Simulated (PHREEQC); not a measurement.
## Alkaline etch or developer: an equilibrium model

Consider water at 25 °C with 8.5 mmol/kgw NaOH, 15 mmol/kgw Na2SiO3 and 15 mmol/kgw (CH3)4NCl. Closed to the air; pH follows from the charge balance.

Model: ion-association model, phreeqc.dat, run in PHREEQC.

This is a speciation only: nothing precipitates in the calculation.

Q: What pH, ionic strength does the model give?

A: pH 12.22; ionic strength 0.0560 mol/kgw.

Q: In which forms is Si present?

A: H3SiO4- 83 %, H2SiO4-2 17 % of the Si.

(CH3)4N+ isn't in the database: it is added as a free cation with an ion size of 4 Å.
